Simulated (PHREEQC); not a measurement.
Solution (20 °C): 0.0011 mol PbCl2 and 0.0031 mol Zn(NO3)2 per kg of water. Closed to the air; pH follows from the charge balance.

All values are PHREEQC results (ion-association model, phreeqc.dat), not measurements.

Precipitation was switched off in this run.

### Question
Predict the pH, specific conductance.

### Answer
pH 5.42; specific conductance 856 µS/cm.

### Question
In which forms is Cl present?

### Answer
Cl- 97 %, PbCl+ 2.2 % of the Cl.
